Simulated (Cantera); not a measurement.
Thermodynamics of hydrogen reduction and annealing atmospheres, feed NiS + H2 + N2

Input: 1 mol NiS, 2.1 mol H2, 4.9 mol N2, equilibrated at 0.00250 bar.

Equilibrium computed with Cantera from the NASA thermochemical tables; the gas is ideal and each condensed phase is pure. Candidate condensed phases: Ni, NiS, NiS2, Ni3S2, Ni3S4, S; 17 gas species. Gases not in the tables: S3 to S7. Kinetics and transport are ignored.

At 1025 K the condensed part is Ni3S2(s). From 1075 K to 1575 K the condensed part is Ni3S2(l).

```
T (K)  log p N2  log p H2  log p H2S  log p S2  n Ni3S2(s)  n Ni3S2(l)
-----  --------  --------  ---------  --------  ----------  ----------
1025      -2.76     -3.20      -3.95     -5.54       0.333           0
1075      -2.76     -3.19      -3.98     -5.18           0       0.333
1125      -2.76     -3.19      -4.03     -4.91           0       0.333
1175      -2.76     -3.18      -4.10     -4.71           0       0.333
1225      -2.76     -3.17      -4.19     -4.58           0       0.333
1275      -2.76     -3.16      -4.29     -4.49           0       0.333
1325      -2.76     -3.16      -4.39     -4.42           0       0.333
1375      -2.76     -3.15      -4.50     -4.38           0       0.333
1425      -2.77     -3.15      -4.60     -4.35           0       0.333
1475      -2.77     -3.15      -4.70     -4.33           0       0.333
1525      -2.77     -3.14      -4.79     -4.31           0       0.333
1575      -2.77     -3.14      -4.89     -4.31           0       0.333
```
log p: log10 of the partial pressure in bar; n: condensed amount in mol.
